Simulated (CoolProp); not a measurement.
Model: reference Helmholtz-energy equation of state, Zhou 2011, in CoolProp.

Give the vapour pressure (kPa), liquid density (kg/m³), enthalpy of vaporisation (kJ/kg), vapour Z of saturated dimethyl carbonate at 342.5, 413.2, 483.8 K.


```
T (K)  p (kPa)  liquid density (kg/m³)  enthalpy of vaporisation (kJ/kg)  vapour Z
-----  -------  ----------------------  --------------------------------  --------
342.5     49.8                    1000                               390     0.983
413.2      398                     899                               338     0.922
483.8     1620                     771                               268     0.781
```
